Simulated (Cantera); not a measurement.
A perfectly stirred reactor is fed with H₂ : O₂ : N₂ = 1 : 0.5 : 1.88 (molar parts), equivalence ratio 1.0, at 1.00 bar; it is adiabatic with a 423 K inlet, and is followed from long to short residence time, starting on the burning branch (τ in s: 0.031, 0.017, 0.0093, 0.0051, 0.0028, 0.0015, 0.00084, 0.00046, 0.00025, 0.00014, 7.6e-05, 4.2e-05, 2.3e-05).

Computed with Cantera and the H2/O2 subset of GRI-Mech 3.0, which has no nitrogen chemistry.

Question: What does this change do: inlet temperature 423 to 775 K?

Answer: 
| quantity | before | after |
|---|---|---|
| blow-out, bracketed by the residence times tried | burning at 23.0 µs, the shortest tried | burning at 23.0 µs, the shortest tried |
| x(H₂) at τ = 31.0 ms | 0.0194 | 0.0289 |
| x(O₂) at τ = 31.0 ms | 0.00747 | 0.0108 |
| x(H₂O₂) at τ = 31.0 ms | 1.72e-7 | 2.66e-7 |
| x(H) at τ = 31.0 ms | 0.00320 | 0.00693 |
| x(OH) at τ = 31.0 ms | 0.00996 | 0.0165 |
| x(H₂) at τ = 0.840 ms | 0.0359 | 0.0404 |
| x(O₂) at τ = 0.840 ms | 0.0154 | 0.0163 |
| x(H₂O₂) at τ = 0.840 ms | 3.01e-7 | 2.52e-7 |
| x(H) at τ = 0.840 ms | 0.0142 | 0.0163 |
| x(OH) at τ = 0.840 ms | 0.0155 | 0.0206 |
